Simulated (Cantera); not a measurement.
# Dilute partial oxidation

A perfectly stirred reactor is fed with CH₃OH : O₂ : N₂ = 0.016 : 0.022 : 1 (molar parts), at 5.00 bar; it is held at 1275 K, and followed from long to short residence time.

Cantera simulation using GRI-Mech 3.0 (53 species, 325 reactions); the numbers are that mechanism's predictions, not measurements. GRI-Mech 3.0 was tuned for natural gas; its chemistry of methanol as a main component is partial and can be far from experiment. The temperature is held fixed by assumption; the heat of reaction is taken as removed at once.

```csv
τ (s),x CH₃OH,x O₂,x HCO,x H,x C₂H,x C₂H₄
0.47,1.79e-6,6.84e-5,4.52e-9,3.30e-5,<1e-12,1.61e-9
0.27,2.54e-6,9.75e-5,7.16e-9,4.01e-5,<1e-12,2.54e-9
0.16,3.55e-6,0.000137,1.12e-8,4.81e-5,<1e-12,3.79e-9
0.092,5.07e-6,0.000197,1.84e-8,5.79e-5,<1e-12,5.58e-9
0.053,7.26e-6,0.000284,3.03e-8,6.90e-5,<1e-12,7.92e-9
0.031,1.04e-5,0.000411,4.96e-8,8.06e-5,<1e-12,1.07e-8
0.018,1.52e-5,0.000604,8.19e-8,9.24e-5,<1e-12,1.40e-8
0.010,2.37e-5,0.000936,1.41e-7,0.000103,<1e-12,1.76e-8
0.0061,3.60e-5,0.00139,2.23e-7,0.000106,<1e-12,1.99e-8
0.0035,0.00104,0.00963,2.59e-7,5.25e-6,<1e-12,2.85e-10
```
x: mole fraction; the columns are a selection and need not sum to one.
